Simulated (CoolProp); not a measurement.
Ethane at 501.07 K and 1.51 MPa is throttled through a valve to 0.169 MPa with no heat exchange. Each further row changes one setting.

The numbers come from the reference Helmholtz-energy equation of state, Bücker 2006 in CoolProp.

```
case                        temperature change (K)  final density (kg/m³)
--------------------------  ----------------------  ---------------------
as stated                                     -3.7                   1.23
outlet pressure 0.0507 MPa                    -4.1                  0.369
outlet pressure 0.22 MPa                      -3.6                   1.60
```
